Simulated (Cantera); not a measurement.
# Thermodynamics of carbothermic reduction, feed CuO + C + CO

Feed: 1 mol CuO, 3 mol C, 2.8 mol CO, at 0.0133 bar.

Method: chemical equilibrium by Gibbs-energy minimisation in Cantera with the NASA 1993 tables (ideal gas, pure condensed phases). Candidate condensed phases: C, Cu, CuO, Cu₂O; 15 gas species. Rates play no part.

From 873 K to 1323 K the condensed part is C(graphite) + Cu(s). From 1473 K to 1923 K the condensed part is C(graphite) + Cu(l). From 2073 K to 2673 K the condensed part is C(graphite).

| T (K) | log p CO | log p Cu | log p CO₂ | log p Cu₂ | n C(graphite) | n Cu(s) | n Cu(l) |
|---|---|---|---|---|---|---|---|
| 873 | -1.93 | -13.34 | -2.80 | <-13 | 2.40 | 1.00 | 0 |
| 1023 | -1.88 | -10.42 | -4.20 | <-13 | 2.02 | 1.00 | 0 |
| 1173 | -1.88 | -8.24 | -5.30 | -12.93 | 2.00 | 1.000 | 0 |
| 1323 | -1.88 | -6.57 | -6.15 | -10.56 | 2.00 | 1.000 | 0 |
| 1473 | -1.88 | -5.29 | -6.82 | -8.77 | 2.00 | 0 | 0.999 |
| 1623 | -1.88 | -4.26 | -7.37 | -7.35 | 2.00 | 0 | 0.984 |
| 1773 | -1.89 | -3.40 | -7.83 | -6.17 | 2.00 | 0 | 0.884 |
| 1923 | -1.95 | -2.69 | -8.32 | -5.19 | 2.00 | 0 | 0.308 |
| 2073 | -1.98 | -2.56 | -8.69 | -5.31 | 2.00 | 0 | 0 |
| 2223 | -1.98 | -2.56 | -8.96 | -5.65 | 2.00 | 0 | 0 |
| 2373 | -1.98 | -2.56 | -9.19 | -5.94 | 2.00 | 0 | 0 |
| 2523 | -1.98 | -2.56 | -9.39 | -6.20 | 2.00 | 0 | 0 |
| 2673 | -1.98 | -2.56 | -9.56 | -6.43 | 1.99 | 0 | 0 |
log p: log10 of the partial pressure in bar; n: condensed amount in mol.
